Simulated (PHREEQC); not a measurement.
Dissolve 0.057 mol H2SO4 per kg of water at 25 °C and 100 atm. Closed to the air; pH follows from the charge balance.

Model: Pitzer model, pitzer.dat, run in PHREEQC.

```
quantity                  before   after
------------------------  ------  ------
pH                          1.22    1.48
ionic strength (mol/kgw)  0.0958  0.0526
HSO4- (mol/kgw)           0.0376  0.0165
SO4-2 (mol/kgw)           0.0194  0.0120
```

Problem. Which change was made?
A. diluted 10-fold with water
B. temperature from 25 to 75 °C
C. temperature from 25 to 15 °C
D. temperature from 25 to 50 °C
E. H2SO4 from 0.057 to 0.0285 mol/kgw

Solution. E, H2SO4 from 0.057 to 0.0285 mol/kgw

No solid was allowed to form. Under pressure, the constants of complexes without a molar volume in the database are unreliable.
